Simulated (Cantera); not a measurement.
Input (Python, Cantera) and output of one run.

```python
import numpy as np
import cantera as ct

gas_names = """
    H HO2 H2 H2O H2O2 O OH O2 O3 Si SiH SiH2 SiH3 SiH4 SiO SiO2 Si2 Si3
""".split()
cond_names = """
    H2O(s) H2O(L) Si(cr) Si(L) SiO2(Lqz) SiO2(hqz) SiO2(L)
""".split()


# ... load() reads the species with a 1 bar reference pressure and builds the phases ...
atoms = {
    'Si': {'Si': 1},
    'H2O': {'H': 2, 'O': 1},
    'H2': {'H': 2},
}
top_T = {}  # K; cautious upper limits of use, not melting points


# ... equilibrate(T, P, feed) seeds the gas with the atoms and calls Mixture.equilibrate('TP', solver="vcs", rtol=1e-11, max_steps=5000) ...
results = []
feed = {'Si': 1, 'H2O': 0.029, 'H2': 5}  # mol
T = 1900  # K
P = 28  # Pa
mix = equilibrate(T, P, feed)
results.append((T, P, feed, dict(zip(mix.species_names, mix.species_moles))))
x = sorted(zip(gas.X, gas.species_names), reverse=True)
print(f"T = {T:g} K  P = {P:g} Pa  gas = {mix.phase_moles(0):.4g} mol")
print("   x: " + "  ".join(f"{s} {v:.3e}" for v, s in x if v > 0.0001))
print("   condensed (mol): " + ("  ".join(f"{mix.phase(i).name} {mix.phase_moles(i):.4g}"
      for i in range(1, mix.n_phases) if mix.phase_moles(i) > 1e-12) or "none"))
```

Result:

```
T = 1900 K  P = 28 Pa  gas = 5.429 mol
   x: H2 9.034e-01  H 4.508e-02  Si 4.503e-02  SiO 5.342e-03  SiH 6.217e-04  Si2 3.619e-04
   condensed (mol): Si(L) 0.7176
```

Equilibrium computed with Cantera from the NASA thermochemical tables; the gas is ideal and each condensed phase is pure. Gases not in the tables: Si2H6 and higher silanes.
